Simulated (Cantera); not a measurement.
A Cantera script and what it prints.

```python
import numpy as np
import cantera as ct

gas_names = """
    CL CL2 H HCL H2 Na NaCL NaH Na2 Na2CL2
""".split()
cond_names = """
    Na(cr) Na(L) NaCL(s) NaCL(L)
""".split()


# ... load() reads the species with a 1 bar reference pressure and builds the phases ...
atoms = {
    'NaCl': {'Na': 1, 'CL': 1},
    'HCl': {'H': 1, 'CL': 1},
    'H2': {'H': 2},
}
top_T = {}  # K; cautious upper limits of use, not melting points


# ... equilibrate(T, P, feed) seeds the gas with the atoms and calls Mixture.equilibrate('TP', solver="vcs", rtol=1e-11, max_steps=5000) ...
results = []
feed = {'NaCl': 1, 'HCl': 0.13, 'H2': 35}  # mol
P = 10000  # Pa
for T in [1323, 1423, 1523, 1623, 1723, 1823, 1923, 2023, 2123, 2223]:
    mix = equilibrate(T, P, feed)
    results.append((T, P, feed, dict(zip(mix.species_names, mix.species_moles))))

top = {s: max(r[3][s] / sum(r[3][g] for g in gas_names) for r in results) for s in gas_names}
cols = sorted((s for s in top if top[s] > 0.0001), key=lambda s: -top[s])[:8]
seen = [c for c in cond_names if any(r[3].get(c, 0) > 1e-12 for r in results)]
print("log10 of partial pressures in bar; condensed amounts in mol")
print(f"{'T/K':>10s}" + "".join(f"{s[:9]:>10s}" for s in cols + seen))
for T, P, feed, n in results:
    ng = sum(n[g] for g in gas_names)
    print(f"{T:10.4g}" + "".join(f"{np.log10(max(n[s] / ng * P / 1e5, 1e-99)):10.3f}" for s in cols)
          + "".join(f"{n.get(c, 0):10.4g}" for c in seen))
```

It prints:

```
log10 of partial pressures in bar; condensed amounts in mol
       T/K        H2      NaCL         H       HCL        Na    Na2CL2        CL
      1323    -1.013    -2.599    -6.306    -3.434    -5.095    -3.908    -8.803
      1423    -1.014    -2.575    -5.685    -3.411    -4.551    -4.402    -8.169
      1523    -1.014    -2.574    -5.143    -3.362    -4.128    -4.871    -7.587
      1623    -1.015    -2.585    -4.668    -3.286    -3.802    -5.304    -7.043
      1723    -1.015    -2.606    -4.247    -3.193    -3.551    -5.707    -6.536
      1823    -1.016    -2.636    -3.871    -3.096    -3.353    -6.088    -6.068
      1923    -1.018    -2.675    -3.535    -3.002    -3.195    -6.453    -5.643
      2023    -1.020    -2.724    -3.232    -2.917    -3.068    -6.809    -5.258
      2123    -1.024    -2.783    -2.957    -2.844    -2.964    -7.161    -4.912
      2223    -1.029    -2.853    -2.708    -2.783    -2.881    -7.512    -4.601
```

Cantera equilibrium calculation (NASA polynomials, part measured and part estimated; ideal gas, pure solids and liquids).
